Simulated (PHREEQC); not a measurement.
A solution holds 1.6 mmol/kgw MgCl2 and 0.23 mmol/kgw NaHCO3, at 59 °C. Closed to the air; pH follows from the charge balance.

Equilibrium calculation in PHREEQC: ion-association model, phreeqc.dat.

Precipitation was switched off in this run.

Order these C species by the share of C that they hold, largest first: MgHCO3+, MgCO3, HCO3-, CO3-2, CO2.

HCO3- (94 %), CO2 (4.0 %), MgHCO3+ (1.6 %), MgCO3 (0.49 %), CO3-2 (0.36 %)

The pH is 7.62 and the ionic strength 0.00501 mol/kgw. Away from 25 °C the constants follow the database's enthalpies or fits; those with neither stay at their 25 °C values.
